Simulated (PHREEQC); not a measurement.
Solution (25 °C): 0.021 mol MnSO4, 0.033 mol CuCl2 and 0.0013 mol NaCl per kg of water. Closed to the air; pH follows from the charge balance.

The numbers come from PHREEQC with the ion-association model, wateq4f.dat.

| quantity | before | after |
|---|---|---|
| pH | 4.61 | 5.26 |
| Cu+2 (mol/kgw) | 0.0249 | 0.00215 |
| SO4-2 (mol/kgw) | 0.0108 | 0.0134 |
| SI of Tenorite (CuO) | -0.43 | -0.10 |
| SI of Atacamite (Cu2(OH)3Cl) | +1.09 | +0.21 |

Task: What was changed between the two runs?
A. temperature from 25 to 40 °C
B. MnSO4 replaced by Na2SO4 at the same molality
C. 0.0053 mol/kgw KOH added
D. CuCl2 from 0.033 to 0.0033 mol/kgw
E. NaCl from 0.0013 to 0.00143 mol/kgw

Result: D, CuCl2 from 0.033 to 0.0033 mol/kgw

This is a speciation only: nothing precipitates in the calculation. Some of these states are supersaturated (in Atacamite, Antlerite, Brochantite, for instance).
